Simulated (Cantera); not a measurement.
A closed system holds: 1 mol SiO2, 4.9 mol CH4, 10 mol N2, at 9.30 bar.

Cantera equilibrium calculation (NASA polynomials, part measured and part estimated; ideal gas, pure solids and liquids). Candidate condensed phases: C, C6H6, C7H8, C8H18, H2O, Si, SiC, SiO2, Si2N2O, Si3N4; 151 gas species. N2 is the only nitrogen source here; it is nearly inert below about 1500 K, so the nitride shown seldom forms there in practice. Mutual solubility and eutectic melting of coexisting phases are not modelled. The tables hold silica as quartz up to 1696 K and as liquid above; real silica turns to tridymite and cristobalite and melts near 1996 K. Gases not in the tables: Si2H6 and higher silanes. Rates play no part.

x: gas mole fraction; n: condensed amount in mol.

```tsv
T (°C)	x N2	x H2	x CO	x CH4	x HCN	n C(graphite)	n SiO2(β-quartz)	n Si2N2O(s)	n SiC(s)
852	0.529	0.422	0.000742	0.0478	1.45e-5	3.98	0.988	0.00586	0
952	0.515	0.455	0.00344	0.0253	4.73e-5	4.34	0.952	0.0241	0
1052	0.503	0.469	0.0126	0.0138	0.000127	4.38	0.829	0.0854	0
1152	0.483	0.470	…	…	…	…	…	…	0
1252	0.459	0.464	0.0720	0.00456	0.000580	3.30	0	0.500	0
1352	0.458	0.466	0.0721	0.00297	0.00110	3.32	0	0.500	0
1452	0.457	0.467	0.0721	0.00202	0.00194	3.32	0	0.500	0
1552	0.456	0.467	0.0721	0.00144	0.00319	3.30	0	0.499	0
1652	0.455	0.466	0.0720	0.00106	0.00499	3.26	0	0.498	0
1752	0.453	0.462	0.0742	0.000789	0.00744	3.03	0	0.432	0.121
1852	0.453	0.442	0.0906	…	…	1.66	0	0	0.976
1952	0.451	0.439	0.0904	0.000446	0.0145	1.55	0	0	0.970
2052	0.448	0.434	0.0901	0.000358	0.0195	1.40	0	0	0.963
```

Task: Some entries are withheld; supply them.

Result: 
- 1152, x CO: 0.0380
- 1152, x CH4: 0.00774
- 1152, x HCN: 0.000289
- 1152, n C(graphite): 3.97
- 1152, n SiO2(β-quartz): 0.482
- 1152, n Si2N2O(s): 0.259
- 1852, x CH4: 0.000564
- 1852, x HCN: 0.0105
